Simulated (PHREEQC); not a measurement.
KOH is added in steps, without added water, to 1 kg of water holding 0.036 mol HNO3, 0.04 mol ZnSO4 and 0.0046 mol MnSO4, at 25 °C. No oxygen is let in. No CO2 enters from the air. Solids allowed: Pyrochroite, Zn(OH)2-e, Zn4(OH)6SO4, Goslarite. Others were left out.

Base run: PHREEQC, ion-association model, wateq4f.dat. Each further column changes one thing. The table gives pH.

| KOH added (mol) | base | metal-ligand complexes left out | all activity coefficients set to 1 | Davies equation for every ion | Debye-Hückel limiting law |
|---|---|---|---|---|---|
| 0 | 1.72 | ? | 1.63 | 1.75 | 1.80 |
| 0.01625 | 2.01 | 2.12 | 1.93 | 2.03 | 2.07 |
| 0.02844 | 2.45 | 2.57 | 2.38 | 2.47 | ? |
| 0.04469 | 6.52 | 6.35 | 6.42 | 6.53 | 6.72 |
| 0.05688 | 6.60 | 6.43 | 6.52 | 6.61 | 6.79 |
| 0.07312 | 6.76 | 6.58 | 6.71 | 6.77 | 6.92 |
| 0.08531 | 6.98 | 6.79 | 6.96 | 6.99 | 7.13 |
| 0.1016 | 7.80 | 7.84 | ? | 7.80 | 7.68 |
| 0.1138 | 7.82 | ? | 7.99 | 7.83 | 7.69 |
| 0.13 | 11.54 | 11.54 | 11.68 | 11.56 | 11.47 |

**Question.** Fill in the missing entries.

**Answer.** 
- 0, metal-ligand complexes left out: 1.82
- 0.02844, Debye-Hückel limiting law: 2.50
- 0.1016, all activity coefficients set to 1: 7.96
- 0.1138, metal-ligand complexes left out: 7.87
